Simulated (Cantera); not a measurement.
Ti + CH4 + H2 + H2O (titanium nitride, carbide and oxide coatings)

Input: 1 mol Ti, 8.9 mol CH4, 1.9 mol H2, 0.019 mol H2O, equilibrated at 10.0 mbar.

Method: chemical equilibrium by Gibbs-energy minimisation in Cantera with the NASA 1993 tables (ideal gas, pure condensed phases). Candidate condensed phases: C, C6H6, C7H8, C8H18, H2O, Ti, TiC, TiO, TiO2, Ti2O3, Ti3O5, Ti4O7; 113 gas species. TiC: taken at fixed stoichiometry. The numbers say what is thermodynamically allowed, not how fast it happens.

At 1000 K the condensed part is C(graphite) + TiC(s) + Ti2O3(s). From 1100 K to 2200 K the condensed part is C(graphite) + TiC(s).

```csv
T (K),x H2,x H,x C2H2 (acetylene),x CO,x CH4,n C(graphite),n TiC(s),n Ti2O3(s)
1000,0.998,2.27e-8,1.14e-9,0.000724,0.000952,7.87,0.997,0.00156
1100,0.999,2.58e-7,1.33e-8,0.000962,0.000358,7.87,1.00,0
1200,0.999,1.97e-6,1.03e-7,0.000963,0.000158,7.88,1.00,0
1300,0.999,1.11e-5,5.76e-7,0.000963,7.85e-5,7.88,1.00,0
1400,0.999,4.86e-5,2.52e-6,0.000963,4.31e-5,7.88,1.00,0
1500,0.999,0.000176,9.01e-6,0.000963,2.56e-5,7.88,1.00,0
1600,0.998,0.000543,2.75e-5,0.000962,1.63e-5,7.88,1.00,0
1700,0.997,0.00147,7.32e-5,0.000962,1.09e-5,7.88,1.00,0
1800,0.995,0.00357,0.000175,0.000961,7.62e-6,7.87,1.00,0
1900,0.991,0.00790,0.000378,0.000959,5.52e-6,7.87,1.00,0
2000,0.982,0.0161,0.000755,0.000955,4.09e-6,7.85,1.000,0
2100,0.967,0.0306,0.00140,0.000948,3.08e-6,7.82,1.000,0
2200,0.942,0.0547,0.00241,0.000936,2.33e-6,7.78,1.000,0
```
x: gas mole fraction; n: condensed amount in mol.
